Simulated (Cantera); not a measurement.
**Gas-phase reforming**

An isothermal, constant-pressure homogeneous reactor starts with 15.6 % CH₄, 82.4 % CO₂, 2.02 % H₂, at 1350 K and 101000 Pa.

Model: GRI-Mech 3.0 (53 species, 325 reactions), integrated in Cantera.

| t (s) | x CH₄ | x CO₂ | x H₂ | x HO₂ | x CH₃ | x CH₂O |
|---|---|---|---|---|---|---|
| 0.000200 | 0.156 | 0.824 | 0.0202 | <1e-12 | 9.96e-7 | 1.03e-11 |
| 0.000502 | 0.156 | 0.824 | 0.0202 | <1e-12 | 2.44e-6 | 1.51e-10 |
| 0.00126 | 0.156 | 0.824 | 0.0202 | <1e-12 | 5.26e-6 | 1.94e-9 |
| 0.00317 | 0.156 | 0.824 | 0.0202 | <1e-12 | 7.82e-6 | 1.48e-8 |
| 0.00796 | 0.155 | 0.824 | 0.0202 | <1e-12 | 8.88e-6 | 5.91e-8 |
| 0.0200 | 0.155 | 0.824 | 0.0202 | <1e-12 | 1.06e-5 | 1.79e-7 |
| 0.0502 | 0.155 | 0.824 | 0.0201 | <1e-12 | 1.34e-5 | 4.39e-7 |
| 0.126 | 0.155 | 0.823 | 0.0199 | <1e-12 | 1.62e-5 | 7.06e-7 |
| 0.317 | 0.154 | 0.821 | 0.0196 | <1e-12 | 1.72e-5 | 7.91e-7 |
| 0.796 | 0.150 | 0.815 | 0.0194 | <1e-12 | 1.71e-5 | 8.17e-7 |
| 2.00 | 0.143 | 0.799 | 0.0194 | <1e-12 | 1.66e-5 | 8.88e-7 |
x: mole fraction; the columns are a selection and need not sum to one.

Equilibrium at this temperature and pressure: CH₄ 6.51e-8, CO₂ 0.350, H₂ 0.0925, HO₂ <1e-12, CH₃ 1.01e-11, CH₂O 1.71e-8 (gas phase only).
